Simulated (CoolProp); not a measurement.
A single-stage vapour-compression cycle with R124: evaporating at 246.15 K (dew point), condensing at 292.15 K (bubble point), superheat 5 K, subcooling 2 K, compressor efficiency 0.6, no pressure losses. Each further row changes one setting.

Values from CoolProp's reference Helmholtz-energy equation of state, de Vries 1995.

| case | cooling COP | pressure ratio | discharge temperature (K) | refrigerating effect (kJ/kg) | volumetric capacity (kJ/m³) |
|---|---|---|---|---|---|
| as stated | 2.68 | 6.14 | 323.0 | 129 | 445 |
| evaporating temperature 251.15 K | 3.14 | 4.85 | 319.2 | 132 | 567 |
| condensing temperature 287.15 K | 3.09 | 5.21 | 316.4 | 134 | 464 |
| subcooling 7 K | 2.80 | 6.14 | 323.0 | 134 | 464 |
| superheat 15 K | 2.70 | 6.14 | 334.1 | 136 | 449 |
| compressor efficiency 0.5 | 2.23 | 6.14 | 335.0 | 129 | 445 |
